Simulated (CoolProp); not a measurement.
Saturation properties of toluene.

The numbers come from the reference Helmholtz-energy equation of state, Lemmon 2006 in CoolProp. It is a short technical equation, of lower accuracy than the large ones.

```json
[
 {"T (°C)": "52.45", "p (MPa)": "(withheld)", "liquid density (kg/m³)": "836.3", "vapour density (kg/m³)": "0.4684", "liquid viscosity (µPa s)": "408", "liquid conductivity (mW/(m K))": "123"},
 {"T (°C)": "79.05", "p (MPa)": "0.03761", "liquid density (kg/m³)": "810.7", "vapour density (kg/m³)": "(withheld)", "liquid viscosity (µPa s)": "319", "liquid conductivity (mW/(m K))": "(withheld)"},
 {"T (°C)": "105.65", "p (MPa)": "0.08786", "liquid density (kg/m³)": "784.2", "vapour density (kg/m³)": "2.668", "liquid viscosity (µPa s)": "258", "liquid conductivity (mW/(m K))": "108"},
 {"T (°C)": "132.25", "p (MPa)": "0.1804", "liquid density (kg/m³)": "756.4", "vapour density (kg/m³)": "5.251", "liquid viscosity (µPa s)": "213", "liquid conductivity (mW/(m K))": "102"},
 {"T (°C)": "158.85", "p (MPa)": "0.3350", "liquid density (kg/m³)": "726.9", "vapour density (kg/m³)": "9.477", "liquid viscosity (µPa s)": "179", "liquid conductivity (mW/(m K))": "95.9"},
 {"T (°C)": "185.45", "p (MPa)": "0.5743", "liquid density (kg/m³)": "(withheld)", "vapour density (kg/m³)": "16.05", "liquid viscosity (µPa s)": "151", "liquid conductivity (mW/(m K))": "90.4"},
 {"T (°C)": "212.05", "p (MPa)": "0.9239", "liquid density (kg/m³)": "659.8", "vapour density (kg/m³)": "26.03", "liquid viscosity (µPa s)": "128", "liquid conductivity (mW/(m K))": "85.7"},
 {"T (°C)": "238.65", "p (MPa)": "1.413", "liquid density (kg/m³)": "619.4", "vapour density (kg/m³)": "41.16", "liquid viscosity (µPa s)": "107", "liquid conductivity (mW/(m K))": "81.7"},
 {"T (°C)": "265.25", "p (MPa)": "(withheld)", "liquid density (kg/m³)": "570.6", "vapour density (kg/m³)": "65.02", "liquid viscosity (µPa s)": "87.3", "liquid conductivity (mW/(m K))": "78.5"},
 {"T (°C)": "291.85", "p (MPa)": "2.954", "liquid density (kg/m³)": "504.4", "vapour density (kg/m³)": "107.3", "liquid viscosity (µPa s)": "66.8", "liquid conductivity (mW/(m K))": "76.3"}
]
```

### Question
What belongs in the gaps?

### Answer

- 52.45, p (MPa): 0.01363
- 79.05, vapour density (kg/m³): 1.208
- 79.05, liquid conductivity (mW/(m K)): 115
- 185.45, liquid density (kg/m³): 695.1
- 265.25, p (MPa): 2.074

It boils at 110.6 °C under 1 atm.

Viscosity comes from a separate model (Avgeri 2015). Thermal conductivity comes from a separate model (Assael 2012).
